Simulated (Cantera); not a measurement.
Input: 1 mol AlN, 15 mol H₂O, 0.42 mol H₂, equilibrated at 998.15 K and 5.40 Pa.

Cantera equilibrium calculation (NASA polynomials, part measured and part estimated; ideal gas, pure solids and liquids). Candidate condensed phases: Al, AlN, Al₂O₃, H₂O; 35 gas species. Rates play no part.

Base state: H₂O 0.848, H₂ 0.121, N₂ 0.0314 (mole fractions); condensed: Al₂O₃(s).

What changes in the equilibrium state with this change: temperature from 998.15 K to 1575 K?


```csv
species,before,after
H₂O,0.848,0.846
H₂,0.121,0.120
N₂,0.0314,0.0314
H,1.02e-7,0.00196
OH,1.56e-9,0.000502
O₂,<1e-9,2.24e-5
"Al₂O₃(s), mol",0.500,0.500
```

What changes in the equilibrium state with this change: temperature from 998.15 K to 1600 K?


```tsv
species	before	after
H₂O	0.848	0.846
H₂	0.121	0.120
N₂	0.0314	0.0314
H	1.02e-7	0.00256
OH	1.56e-9	0.000709
O₂	<1e-9	4.08e-5
O	<1e-9	1.26e-5
Al₂O₃(s), mol	0.500	0.500
```
